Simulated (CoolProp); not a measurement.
Vapour-liquid equilibrium of R125 (1) + R152A (2) at 284.4 K; x and y are mole fractions of (1).

Computed with CoolProp (multi-fluid Helmholtz-energy mixture model, Lemmon 2005 and Outcalt 1996; pair parameters Bell 2016).

Q: Give the bubble pressure and the first vapour's composition at x = 0.05, 0.275, 0.95. Is there an azeotrope?

A: x = 0.05: 0.4166 MPa, y = 0.106; x = 0.275: 0.5327 MPa, y = 0.442; x = 0.95: 0.9097 MPa, y = 0.976. No azeotrope shows between x = 0.05 and 0.95.

Pair parameters are fitted to limited data, so mixtures are less certain than the pure fluids.
